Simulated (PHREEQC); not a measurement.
0.42 g of hydrous ferric oxide (600 m²/g; 0.2 weak and 0.005 strong sites per Fe, Dzombak-Morel constants, diffuse double layer) in 1 kg of water with 0.3 mol/kgw of an inert sodium salt, at 25 °C; the pH is set by adding NaOH or the inert anion's acid. Oxygen alone is held at its pressure in air (log pO2 = -0.68). No CO2 enters from the air. No solid was allowed to form.

Base run: PHREEQC, ion-association model, wateq4f.dat. Each further column changes one thing. The table gives surface charge σ (C/m²).

```tsv
pH	base	background salt from 0.3 to 0.03 mol/kgw	oxide from 0.42 to 2.1 g/kgw	0.0018 mol/kgw Na2SO4 added
4	0.349	0.271	0.349	0.146
5.33	0.231	0.126	0.231	0.128
6	0.154	0.075	0.154	0.103
6.67	0.091	0.040	0.091	0.073
8	0.006	0.002	0.006	0.006
9.33	-0.074	-0.032	-0.074	-0.075
10	-0.132	-0.062	-0.132	-0.132
10.67	-0.205	-0.107	-0.205	-0.205
12	-0.339	-0.262	-0.339	-0.339
```
